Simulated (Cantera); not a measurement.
A jet of CH4 : O2 : N2 = 0.022 : 0.075 : 0.79 (molar parts), equivalence ratio 0.59 at 300 K and 0.390 bar hits a platinum plate 2.3 cm away at a mass flux of 0.024 kg/m²/s; the plate temperature is set and raised in steps from an oxygen-covered start.

Cantera simulation using Deutschmann's 1995 Pt surface mechanism with GRI-Mech 3.0 gas chemistry; the numbers are that mechanism's predictions, not measurements. Catalytic surfaces can have several steady states; this one follows from the mechanism file's or the stated starting coverage.

One state of this run: wall x CH4 = 0.00150; wall x O2 = 0.0356; wall x H2O = 0.0429; wall x OH = 1.39e-6; wall x CO = 2.24e-6; wall x CO2 = 0.0280; θ free Pt = 0.500; θ O* = 0.498; θ OH* = 0.00184. x: mole fraction at the wall; θ: surface coverage.

Which value of plate T (K) does it belong to?
A) 1150
B) 950
C) 1050
D) 1200

A, 1150
